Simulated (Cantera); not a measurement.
## Silicon nitride deposition: Si₂Cl₆ + N₂ + H₂

Feed: 1 mol Si₂Cl₆, 0.31 mol N₂, 73 mol H₂.

Equilibrium computed with Cantera from the NASA thermochemical tables; the gas is ideal and each condensed phase is pure. Candidate condensed phases: NH₄Cl, Si, Si₃N₄; 28 gas species. The feed counts by its element totals alone. N₂ is the only nitrogen source here; it is nearly inert below about 1500 K, so the nitride shown seldom forms there in practice. Mutual solubility and eutectic melting of coexisting phases are not modelled. The tables' values for SiCl₃ are old estimates. Kinetics and transport are ignored.

Stable condensed phases:

```
T in °C \ P in Pa
              5     15     45    140    410   1200   3700  11000  33000 100000
   1800       A      A      A      A      A      B      B      B      B      B
   1650       A      A      A      B      B      B      B      B      B      B
   1500       A      A      B      B      B      B      B      B      B      B
   1350       B      B      B      B      B      B      B      C      C      C
   1200       B      B      B      B      B      C      C      C      C      C
   1050       B      B      C      C      C      C      C      C      C      C
    900       C      C      C      C      C      C      C      C      C      C
    750       C      C      C      C      C      C      C      C      C      D
    600       C      C      C      C      C      C      D      D      D      D
    450       C      C      C      D      D      D      D      D      D      D
```

A: gas only; B: Si; C: Si + Si₃N₄; D: Si₃N₄.
